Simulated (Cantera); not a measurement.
**Ignition delay**

Mixture: 5.21 % CH4, 0.427 % CO, 17.7 % O2, 66.7 % N2, 9.91 % H2O, equivalence ratio 0.60, at 200000 Pa, adiabatic and at constant pressure. Ignition delay is the time to a rise of 400 K.

Cantera simulation using GRI-Mech 3.0 (53 species, 325 reactions); the numbers are that mechanism's predictions, not measurements.

```json
[
 {"T0 (K)": "1000", "delay (ms)": "476"},
 {"T0 (K)": "1075", "delay (ms)": "137"},
 {"T0 (K)": "1150", "delay (ms)": "45.3"},
 {"T0 (K)": "1225", "delay (ms)": "16.4"},
 {"T0 (K)": "1300", "delay (ms)": "6.39"},
 {"T0 (K)": "1375", "delay (ms)": "2.64"},
 {"T0 (K)": "1450", "delay (ms)": "1.15"}
]
```

The apparent activation energy between 1300 and 1450 K comes out as 180 kJ/mol.
